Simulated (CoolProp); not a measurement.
Vapour-liquid equilibrium of CHF3 (R23) (1) + CH2F2 (R32) (2) at 22.9 kPa; x and y are mole fractions of (1).

Computed with CoolProp (multi-fluid Helmholtz-energy mixture model, Penoncello 2003 and Tillner-Roth 1997; pair parameters Bell 2016).

```csv
x,bubble temperature (K),y at the bubble point,dew temperature at overall composition x (K),liquid density (mol/L)
0.05,(withheld),(withheld),195.5,24.56
0.125,188.5,(withheld),194.5,24.43
0.2,185.1,0.634,193.4,24.26
0.275,182.4,0.732,192.3,(withheld)
0.35,180.1,0.799,191.0,23.86
0.425,178.1,0.849,189.7,23.64
0.5,176.4,0.885,188.2,23.42
0.575,174.9,0.913,186.6,23.18
0.65,173.6,0.936,184.7,22.95
0.725,172.4,0.954,182.6,(withheld)
0.8,171.4,0.969,180.1,22.46
0.875,170.4,0.982,176.9,(withheld)
0.95,(withheld),0.993,172.7,21.98
```

Problem. Fill in the missing entries.

Solution. 
- 0.05, bubble temperature (K): 192.7
- 0.05, y at the bubble point: 0.247
- 0.125, y at the bubble point: 0.485
- 0.275, liquid density (mol/L): 24.07
- 0.725, liquid density (mol/L): 22.71
- 0.875, liquid density (mol/L): 22.22
- 0.95, bubble temperature (K): 169.4

No azeotrope shows between x = 0.05 and 0.95.

Pair parameters are fitted to limited data, so mixtures are less certain than the pure fluids.
